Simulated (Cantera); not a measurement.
A closed system holds: 1 mol Si3N4, 0.46 mol CO2, 1.6 mol N2, 0.088 mol H2O, held at 10.0 Torr.

These are equilibrium values from Cantera (NASA tables, ideal gas, pure condensed phases), not measurements of a reactor. Candidate condensed phases: C, C6H6, C7H8, C8H18, H2O, Si, SiC, SiO2, Si2N2O, Si3N4; 151 gas species. Mutual solubility and eutectic melting of coexisting phases are not modelled. Rates play no part.

x: gas mole fraction; n: condensed amount in mol.

```tsv
T (K)	x N2	x H2	x CO	x HCN	x H	x SiO	x HNC	n C(graphite)	n Si2N2O(s)	n Si3N4(s)	n SiC(s)
1198	0.957	0.0435	2.05e-6	1.49e-5	3.43e-7	8.06e-11	7.35e-8	0.460	1.01	0.328	0
1248	0.957	0.0435	7.71e-6	2.53e-5	8.43e-7	8.40e-10	1.60e-7	0.460	1.01	0.328	0
1298	0.956	0.0435	2.61e-5	4.14e-5	1.93e-6	7.28e-9	3.28e-7	0.460	1.01	0.328	0
1348	0.956	0.0434	8.07e-5	6.53e-5	4.18e-6	5.36e-8	6.36e-7	0.460	1.01	0.328	0
1398	0.962	0.0377	?	?	?	?	9.22e-7	0	1.01	0.175	0.459
1448	0.962	0.0377	?	?	?	?	9.78e-7	0	1.01	0.175	0.459
1498	0.962	0.0377	0.000468	6.16e-5	2.89e-5	9.44e-6	1.03e-6	0	1.01	0.176	0.459
```

Task: What belongs in the gaps?

Result: 
- 1398, x CO: 0.000193
- 1398, x HCN: 7.79e-5
- 1398, x H: 7.96e-6
- 1398, x SiO: 3.40e-7
- 1448, x CO: 0.000305
- 1448, x HCN: 6.90e-5
- 1448, x H: 1.55e-5
- 1448, x SiO: 1.90e-6
